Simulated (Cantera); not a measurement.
Charge: 1 mol Si, 0.2 mol CO₂, 62 mol N₂, 0.017 mol H₂O, at 823 K and 100 Torr.

Cantera equilibrium calculation (NASA polynomials, part measured and part estimated; ideal gas, pure solids and liquids). Candidate condensed phases: C, C₆H₆, C₇H₈, C₈H₁₈, H₂O, Si, SiC, SiO₂, Si₂N₂O, Si₃N₄; 151 gas species. N₂ is the only nitrogen source here; it is nearly inert below about 1500 K, so the nitride shown seldom forms there in practice. The numbers say what is thermodynamically allowed, not how fast it happens.

Base state: N₂ 1.000, H₂ 0.000276 (mole fractions); condensed: C(graphite) + Si₂N₂O(s) + Si₃N₄(s).

**Question.** What changes in the equilibrium state with this change: H₂O from 0.017 to 9.9 mol?

**Answer.** 
| species | before | after |
|---|---|---|
| N₂ | 1.000 | 0.860 |
| H₂O | <1e-9 | 0.110 |
| H₂ | 0.000276 | 0.0276 |
| CO₂ | <1e-9 | 0.00259 |
| CO | <1e-9 | 0.000180 |
| C(graphite), mol | 0.200 | 0 |
| Si₂N₂O(s), mol | 0.417 | 0 |
| Si₃N₄(s), mol | 0.0553 | 0 |
| SiO₂(α-quartz), mol | 0 | 1.00 |

**Question.** What changes in the equilibrium state with this change: CO₂ from 0.2 to 7.9 mol?

**Answer.** 
```csv
species,before,after
N₂,1.000,0.887
CO₂,<1e-9,0.0845
CO,<1e-9,0.0285
H₂O,<1e-9,0.000110
H₂,0.000276,0.000134
"C(graphite), mol",0.200,0
"Si₂N₂O(s), mol",0.417,0
"Si₃N₄(s), mol",0.0553,0
"SiO₂(α-quartz), mol",0,1.00
```

**Question.** What changes in the equilibrium state with this change: H₂O from 0.017 to 0.61 mol?

**Answer.** 
| species | before | after |
|---|---|---|
| N₂ | 1.000 | 0.990 |
| H₂ | 0.000276 | 0.00977 |
| CO | <1e-9 | 1.43e-5 |
| CH₄ | 9.51e-9 | 1.19e-5 |
| C(graphite), mol | 0.200 | 0.198 |
| Si₂N₂O(s), mol | 0.417 | 0.330 |
| Si₃N₄(s), mol | 0.0553 | 0 |
| SiO₂(α-quartz), mol | 0 | 0.339 |
